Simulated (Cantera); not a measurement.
A Cantera script and its output.

```python
import numpy as np
import cantera as ct

gas = ct.Solution("gri30.yaml")
gas.TPX = 2223, 4400, {'CH4': 0.012, 'H2': 1, 'H': 0.0071}
reactor = ct.IdealGasConstPressureReactor(gas, energy="off", clone=False)
net = ct.ReactorNet([reactor])
net.rtol, net.atol = 1e-08, 1e-18
show = ['CH4', 'H2', 'H', 'CH2', 'C2H4']
times = np.geomspace(5e-05, 2, 10)

steps = ct.SolutionArray(gas, extra=["t"])
rows = []
print(f"{'t/s':>10s}{'T/K':>9s}{'P/Pa':>11s}" + "".join(f"{s:>11s}" for s in show))
for t in times:
    while net.time < t:
        t_next = net.step()
        steps.append(gas.state, t=t_next)
    rows.append([np.interp(t, steps.t, y) for y in (steps.T, steps.P, *steps(*show).X.T)])
    print(f"{t:10.3e}{rows[-1][0]:9.1f}{rows[-1][1]:11.4g}" + "".join(f"{x:11.3e}" for x in rows[-1][2:]))
rate = np.gradient(steps.T, steps.t)
print("integrator steps:", len(steps.t))
if steps.T.max() > steps.T[0] + 200:
    print(f"time of steepest temperature rise: {steps.t[rate.argmax()]:.4e} s")
gas.TPX = 2223, 4400, {'CH4': 0.012, 'H2': 1, 'H': 0.0071}
gas.equilibrate("TP")
print(f"equilibrium (TP): T = {gas.T:.1f} K  " + "  ".join(f"{s} {gas[s].X[0]:.3e}" for s in show))
```

Output:

```
       t/s      T/K       P/Pa        CH4         H2          H        CH2       C2H4
 5.000e-05   2223.0       4400  1.050e-02  9.822e-01  6.022e-03  9.697e-06  1.022e-05
 1.623e-04   2223.0       4400  1.031e-02  9.817e-01  6.581e-03  1.131e-05  2.052e-05
 5.268e-04   2223.0       4400  9.671e-03  9.803e-01  8.248e-03  1.631e-05  2.663e-05
 1.710e-03   2223.0       4400  7.439e-03  9.774e-01  1.211e-02  2.649e-05  2.782e-05
 5.550e-03   2223.0       4400  3.005e-03  9.754e-01  1.681e-02  2.216e-05  8.411e-06
 1.802e-02   2223.0       4400  6.194e-04  9.726e-01  2.114e-02  7.850e-06  1.167e-06
 5.848e-02   2223.0       4400  1.140e-04  9.689e-01  2.521e-02  2.119e-06  6.297e-07
 1.898e-01   2223.0       4400  2.577e-05  9.653e-01  2.889e-02  6.369e-07  5.517e-07
 6.162e-01   2223.0       4400  1.468e-05  9.641e-01  3.019e-02  3.973e-07  5.325e-07
 2.000e+00   2223.0       4400  1.452e-05  9.640e-01  3.021e-02  3.937e-07  5.322e-07
integrator steps: 1307
equilibrium (TP): T = 2223.0 K  CH4 1.460e-05  H2 9.640e-01  H 3.021e-02  CH2 3.957e-07  C2H4 5.322e-07
```

Computed with Cantera and GRI-Mech 3.0 (53 species, 325 reactions). GRI-Mech 3.0 stops at C3 and has no aromatics, soot or wall deposition, so with more carbon than oxygen in the feed, carbon stays in small species such as C2H2 where larger ones or solid carbon would form. Radical loss at walls, strong at low pressure, is not modelled.
